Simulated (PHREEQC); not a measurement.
Synthetic water in mg/L, 25 °C, pH 6.25, pe 2.7:

```tsv
constituent	mg/L
Na	2630
K	102
Ca	139
Mg	372
Cl	5090
S(6) as SO4	440
Alkalinity as HCO3	0.0655
Zn	3.28
```

Cl is adjusted to close the charge balance.
Valence states are taken as typed.

Computed with PHREEQC (ion-association model, phreeqc.dat).

| quantity | before | after |
|---|---|---|
| ionic strength (mol/kgw) | 0.174 | 0.408 |
| Mg+2 (mol/kgw) | 0.0144 | 0.0149 |
| SO4-2 (mol/kgw) | 0.00290 | 0.00282 |
| MgSO4 (mol/kgw) | 0.00103 | 0.000600 |
| NaSO4- (mol/kgw) | 0.000513 | 0.00112 |
| CaSO4 (mol/kgw) | 0.000169 | 9.40e-5 |
| SI of Gypsum (CaSO4:2H2O) | -1.43 | -1.67 |
| SI of Halite (NaCl) | -3.60 | -2.77 |

What was changed between the two runs?
A. pH from 6.25 to 5.5 at the same alkalinity
B. Zn from 3.28 to 6.56 mg/L
C. Na from 2630 to 7890 mg/L

C, Na from 2630 to 7890 mg/L

This is a speciation only: nothing precipitates in the calculation.
